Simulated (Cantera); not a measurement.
A Cantera script and what it prints.

```python
import numpy as np
import cantera as ct

gas_names = """
    AL ALCL ALCL2 ALCL3 ALN AL2 AL2CL6 CL CL2 N N2
""".split()
cond_names = """
    AL(cr) AL(L) ALCL3(s) ALCL3(L) ALN(s)
""".split()


def load(file, names, dense=False):
    # The tables refer to 1 bar. Condensed volumes are neglected.
    table = {s.name: s for s in ct.Species.list_from_file(file)}
    out = []
    for n in names:
        d = dict(table[n].input_data)
        d["thermo"] = dict(d["thermo"], **{"reference-pressure": 1e5})
        if dense:
            d["equation-of-state"] = {"model": "constant-volume", "density": "1e6 g/cm^3"}
        out.append(ct.Species.from_dict(d))
    return out


gas = ct.Solution(thermo="ideal-gas", species=load("nasa_gas.yaml", gas_names))
cond = {s.name: ct.Solution(thermo="fixed-stoichiometry", species=[s], name=s.name)
        for s in load("nasa_condensed.yaml", cond_names, dense=True)}
atoms = {
    'AlN': {'AL': 1, 'N': 1},
    'Cl2': {'CL': 2},
    'N2': {'N': 2},
}
top_T = {'ALN(s)': 2750}  # K; cautious upper limits of use, not melting points


def equilibrate(T, P, feed):
    n = {}
    for name, mol in feed.items():
        for a, k in atoms[name].items():
            n[a] = n.get(a, 0.0) + k * mol
    gas.TPX = T, P, n
    mass = sum(n.values()) * gas.mean_molecular_weight
    gas.equilibrate("TP")
    valid = [c for c in cond.values() if c.min_temp <= T <= top_T.get(c.name, c.max_temp)]
    mix = ct.Mixture([(gas, mass / gas.mean_molecular_weight)] + [(c, 0.0) for c in valid])
    mix.T, mix.P = T, P
    mix.equilibrate("TP", solver="vcs", rtol=1e-11, max_steps=5000)
    return mix


results = []
feed = {'AlN': 1, 'Cl2': 1.7, 'N2': 9}  # mol
T = 1723  # K
for P in [1, 4.2, 18, 75, 320, 1300, 5600, 24000, 100000]:
    mix = equilibrate(T, P, feed)
    results.append((T, P, feed, dict(zip(mix.species_names, mix.species_moles))))

top = {s: max(r[3][s] / sum(r[3][g] for g in gas_names) for r in results) for s in gas_names}
cols = sorted((s for s in top if top[s] > 1e-05), key=lambda s: -top[s])[:9]
seen = [c for c in cond_names if any(r[3].get(c, 0) > 1e-12 for r in results)]
print("log10 of partial pressures in bar; condensed amounts in mol")
print(f"{'P/Pa':>10s}" + "".join(f"{s[:9]:>10s}" for s in cols + seen))
for T, P, feed, n in results:
    ng = sum(n[g] for g in gas_names)
    print(f"{P:10.4g}" + "".join(f"{np.log10(max(n[s] / ng * P / 1e5, 1e-99)):10.3f}" for s in cols)
          + "".join(f"{n.get(c, 0):10.4g}" for c in seen))
```

Output:

```
log10 of partial pressures in bar; condensed amounts in mol
      P/Pa        N2        CL     ALCL3      ALCL     ALCL2       CL2
         1    -5.122    -5.782    -7.139    -6.212    -6.964   -10.234
       4.2    -4.474    -5.310    -5.845    -5.860    -6.141    -9.291
        18    -3.819    -4.909    -4.928    -5.746    -5.625    -8.488
        75    -3.189    -4.466    -4.205    -5.909    -5.345    -7.603
       320    -2.555    -3.909    -3.542    -6.360    -5.239    -6.490
      1300    -1.946    -3.324    -2.926    -6.913    -5.208    -5.320
      5600    -1.311    -2.719    -2.289    -7.487    -5.176    -4.109
   2.4e+04    -0.678    -2.164    -1.656    -7.963    -5.098    -3.000
     1e+05    -0.056    -1.699    -1.034    -8.271    -4.941    -2.070
```

Equilibrium computed with Cantera from the NASA thermochemical tables; the gas is ideal and each condensed phase is pure. The tables' values for AlCl2 are old estimates; treat these amounts as uncertain.
